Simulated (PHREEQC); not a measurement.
Solution (20 °C): 0.022 mol HF and 0.062 mol NH4HF2 per kg of water. Closed to the air; pH follows from the charge balance.

Computed with PHREEQC (ion-association model, wateq4f.dat).

No solid was allowed to form.

Problem. Estimate the pH, ionic strength.

Solution. pH 3.02; ionic strength 0.0631 mol/kgw.

Problem. In which forms is F present?

Solution. HF 37 %, F- 36 %, HF2- 14 %, H2F2 13 % of the F.

Species that the database lacks are ignored. wateq4f.dat counts part of the HF as a dimer, H2F2, which phreeqc.dat doesn't know; its constant is uncertain.
